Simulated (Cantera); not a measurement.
Source: NASA polynomial tables (part measured, part estimated), evaluated in Cantera. Values are per mole of reaction as written; species without (g) are pure solids or liquids, kept so even where they would boil at 1 bar.

Between 773 and 898 K, where is each reaction favourable under standard conditions?
- Cl2(g) + 2 H(g) → 2 HCl(g)
- 2 HCl(g) → 2 Cl(g) + H2(g)
- Cl(g) + H(g) → HCl(g)


- Cl2(g) + 2 H(g) → 2 HCl(g): ΔG° is -555 kJ at 773 K and -543 kJ at 898 K; it stays negative (K > 1). ΔH° is -632 kJ and ΔS° -99 J/K at 898 K.
- 2 HCl(g) → 2 Cl(g) + H2(g): ΔG° is 356 kJ at 773 K and 343 kJ at 898 K; it stays positive (K < 1). ΔH° is 436 kJ and ΔS° 104 J/K at 898 K.
- Cl(g) + H(g) → HCl(g): ΔG° is -356 kJ at 773 K and -343 kJ at 898 K; it stays negative (K > 1). ΔH° is -440 kJ and ΔS° -108 J/K at 898 K.
